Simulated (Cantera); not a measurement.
Input: 1 mol Fe, 0.39 mol SO₂, 3.3 mol N₂, at 1173 K and 4.50 bar.

Cantera equilibrium calculation (NASA polynomials, part measured and part estimated; ideal gas, pure solids and liquids). Candidate condensed phases: Fe, FeO, FeS, FeSO₄, FeS₂, Fe₂O₃, Fe₂(SO₄)₃, Fe₃O₄, S; 19 gas species. Mutual solubility and eutectic melting of coexisting phases are not modelled. The tables' stoichiometric FeO is somewhat more stable than real wüstite, so its field is too wide. FeO, FeS: taken at fixed stoichiometry. Kinetics and transport are ignored.

**Question.** What is the equilibrium state?

**Answer.** 
```json
{
  "x(N₂)": "1.000",
  "x(SO₂)": "0.000140",
  "x(S₂)": "3.03e-5",
  "n(FeO(s))": "0.105 mol",
  "n(FeS(s))": "0.389 mol",
  "n(Fe₃O₄(s))": "0.168 mol",
  "gas_amount": "3.301 mol",
  "log10 activity of Fe(α) (absent)": "-1.95",
  "log10 activity of S(l) (absent)": "-2.68"
}
```
